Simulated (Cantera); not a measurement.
A closed system holds: 1 mol Si, 1.7 mol Cl₂, 6 mol H₂, at 875 °C and 1.00 Torr.

Cantera equilibrium calculation (NASA polynomials, part measured and part estimated; ideal gas, pure solids and liquids). Candidate condensed phases: Si; 19 gas species. The tables' values for SiCl₃ are old estimates; treat these amounts as uncertain. Equilibrium is a limit: real reactors are often held back by kinetics, nucleation or transport.

What is the equilibrium state?

x(H₂): 0.754
x(HCl): 0.133
x(SiCl₂): 0.0513
x(SiCl₄): 0.0433
x(SiCl₃): 0.0142
x(SiHCl₃): 0.00494
x(SiH₂Cl₂): 7.06e-5
x(H): 1.71e-6
n(Si(s)): 0.170 mol
gas amount: 7.296 mol
